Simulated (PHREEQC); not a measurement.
Synthetic water in mmol/kgw, 25 °C, pH 6.09, pe 8:

```csv
constituent,mmol/kgw
Na,0.000741
K,3.96e-05
Ca,0.000532
Mg,0.000284
Cl,0.000789
S(6),0.000226
Alkalinity (meq/kgw),0.00118
N(5),2.5e-06
Si,6.65e-06
Zn,7.42e-06
```

Valence states are taken as typed.

Equilibrium calculation in PHREEQC: ion-association model, phreeqc.dat.

This is a speciation only: nothing precipitates in the calculation.

Q: Estimate the ionic strength.

A: ionic strength 4.29e-6 mol/kgw.

Q: In which forms is C present?

A: CO2 65 %, HCO3- 35 % of the C.
